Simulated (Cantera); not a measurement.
Input: 1 mol SiHCl3, 0.18 mol HCl, 180 mol N2, equilibrated at 3400 Pa.

Cantera equilibrium calculation (NASA polynomials, part measured and part estimated; ideal gas, pure solids and liquids). Candidate condensed phases: NH4Cl, Si, Si3N4; 28 gas species. N2 is the only nitrogen source here; it is nearly inert below about 1500 K, so the nitride shown seldom forms there in practice. The tables' values for SiCl3 are old estimates; treat these amounts as uncertain. Kinetics and transport are ignored.

x: gas mole fraction; n: condensed amount in mol.

```tsv
T (K)	x N2	x HCl	x SiCl2	x SiCl4	x SiCl3	n Si3N4(s)
1100	0.991	0.00614	3.87e-6	0.00283	2.80e-5	0.160
1150	0.991	0.00616	1.46e-5	0.00279	6.10e-5	0.160
1200	0.991	0.00617	4.88e-5	0.00272	0.000123	0.158
1250	0.991	0.00618	0.000146	0.00259	0.000230	0.154
1300	0.991	0.00619	0.000389	0.00234	0.000392	0.144
1350	0.990	0.00617	0.000916	0.00193	0.000595	0.125
1400	0.990	0.00612	0.00185	0.00134	0.000765	0.0936
1450	0.989	0.00602	?	?	0.000784	?
1500	0.989	0.00583	0.00425	0.000300	0.000634	0.0185
1550	0.988	0.00570	0.00488	?	0.000477	0
1600	0.988	0.00583	0.00500	8.24e-5	0.000409	0
1650	0.988	0.00590	0.00510	5.04e-5	0.000342	0
1700	0.988	0.00592	0.00518	2.91e-5	0.000277	0
```

**Question.** What belongs in the gaps?

**Answer.** 
- 1450, x SiCl2: 0.00309
- 1450, x SiCl4: 0.000728
- 1450, n Si3N4(s): 0.0544
- 1550, x SiCl4: 0.000130
